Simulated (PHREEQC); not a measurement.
Solution (25 °C): 3.8 mol NaCl, 2.2 mol KCl and 0.15 mol LiCl per kg of water. Closed to the air; pH follows from the charge balance.

Model: Pitzer model, pitzer.dat, run in PHREEQC.

Question: The ionic strength comes out as 6.15 mol/kgw. What activity coefficients do Cl-, Li+, K+, Na+ get?

Answer: Cl- 0.62, Li+ 3.9, K+ 0.76, Na+ 1.3. Single-ion values are on the MacInnes scale.

Precipitation was switched off in this run.
